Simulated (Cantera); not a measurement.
**Low-pressure radical oxidation in H2/O2**

An isothermal, constant-pressure homogeneous reactor starts with H2 : O2 = 0.43 : 2.6 (molar parts), equivalence ratio 0.083, at 1150 K and 0.0300 bar.

Computed with Cantera and the H2/O2 subset of GRI-Mech 3.0, which has no nitrogen chemistry. Radical loss at walls, strong at low pressure, is not modelled. The temperature is held fixed by assumption; the heat of reaction is taken as removed at once.

```tsv
t (s)	x H2	x O2	x H	x HO2	x OH
1.00e-5	0.142	0.858	8.31e-10	9.39e-10	1.26e-10
3.03e-5	0.142	0.858	2.52e-9	2.85e-9	8.01e-10
9.20e-5	0.142	0.858	1.50e-8	8.78e-9	6.68e-9
0.000279	0.142	0.858	1.21e-6	4.27e-8	5.74e-7
0.000847	0.0359	0.798	0.0417	1.68e-5	0.0101
0.00257	0.00341	0.810	0.0172	1.88e-5	0.00530
0.00779	0.000723	0.840	0.00148	1.35e-5	0.00236
0.0236	7.38e-5	0.846	4.80e-5	4.31e-6	0.000747
0.0717	8.36e-6	0.847	1.99e-6	8.54e-7	0.000260
0.217	1.36e-6	0.847	1.44e-7	1.79e-7	0.000108
0.659	2.95e-7	0.847	1.55e-8	4.53e-8	5.16e-5
2.00	7.66e-8	0.847	2.14e-9	1.48e-8	2.66e-5
```
x: mole fraction; the columns are a selection and need not sum to one.

Equilibrium at this temperature and pressure: H2 4.14e-9, O2 0.847, H 2.79e-11, HO2 1.10e-8, OH 6.22e-6 (gas phase only).
